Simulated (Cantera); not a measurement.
# Ignition delay

Mixture: CO : H₂ : O₂ : N₂ = 1 : 0.29 : 1.32 : 4.95 (molar parts), at 11300 Torr, adiabatic and at constant volume. Ignition delay is the time to a rise of 400 K.

Model: GRI-Mech 3.0 (53 species, 325 reactions), integrated in Cantera. The hydrogen kinetics of GRI-Mech 3.0 are dated; newer H2 mechanisms differ, most at raised pressure. The pressure lies above the range GRI-Mech 3.0 was tuned for (to about 10 atm). Below about 950 K walls govern HO2 and H2O2 in real vessels.

| T0 (K) | delay (ms) |
|---|---|
| 850 | 305 |
| 925 | 33.8 |
| 1000 | 5.04 |
| 1075 | 0.927 |
| 1150 | 0.192 |
| 1225 | 0.0411 |
| 1300 | 0.0111 |

```json
{
  "apparent activation energy between 1150 and 1300 K": "240 kJ/mol"
}
```
